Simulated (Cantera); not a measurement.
A perfectly stirred reactor is fed with CH4 : H2 : O2 : N2 : H2O = 1 : 0.14 : 2.07 : 7.78 : 2.7 (molar parts), equivalence ratio 1.0, at 9.18 atm; it is adiabatic with a 475 K inlet, and is followed from long to short residence time, starting on the burning branch (τ in s: 0.079, 0.026, 0.0088, 0.003, 0.00099, 0.00033, 0.00011, 3.7e-05, 1.2e-05, 4.2e-06).

Cantera simulation using GRI-Mech 3.0 (53 species, 325 reactions); the numbers are that mechanism's predictions, not measurements.

Problem. What does this change do: inlet temperature 475 to 750 K?

Solution. 
```
quantity                                                                        before                                after
------------------------------------------------  ------------------------------------  -----------------------------------
blow-out, bracketed by the residence times tried  burning at 0.330 ms, out at 0.110 ms  burning at 0.110 ms, out at 37.0 µs
x(CH4) at τ = 79.0 ms                                                          6.17e-6                              1.82e-6
x(H2) at τ = 79.0 ms                                                           0.00177                              0.00313
x(O2) at τ = 79.0 ms                                                           0.00151                              0.00244
x(O) at τ = 79.0 ms                                                            1.34e-5                              4.97e-5
x(HCN) at τ = 79.0 ms                                                          1.17e-7                              1.55e-7
x(CH4) at τ = 0.330 ms                                                        0.000404                             0.000149
x(H2) at τ = 0.330 ms                                                          0.00758                              0.00793
x(O2) at τ = 0.330 ms                                                          0.00948                              0.00821
x(O) at τ = 0.330 ms                                                           8.55e-5                             0.000205
x(HCN) at τ = 0.330 ms                                                         2.24e-6                              2.06e-6
```

Problem. What does this change do: inlet temperature 475 to 650 K?

Solution. 
```tsv
quantity	before	after
blow-out, bracketed by the residence times tried	burning at 0.330 ms, out at 0.110 ms	burning at 0.110 ms, out at 37.0 µs
x(CH4) at τ = 79.0 ms	6.17e-6	2.90e-6
x(H2) at τ = 79.0 ms	0.00177	0.00247
x(O2) at τ = 79.0 ms	0.00151	0.00200
x(O) at τ = 79.0 ms	1.34e-5	3.04e-5
x(HCN) at τ = 79.0 ms	1.17e-7	1.53e-7
x(CH4) at τ = 0.330 ms	0.000404	0.000197
x(H2) at τ = 0.330 ms	0.00758	0.00770
x(O2) at τ = 0.330 ms	0.00948	0.00834
x(O) at τ = 0.330 ms	8.55e-5	0.000160
x(HCN) at τ = 0.330 ms	2.24e-6	2.12e-6
```
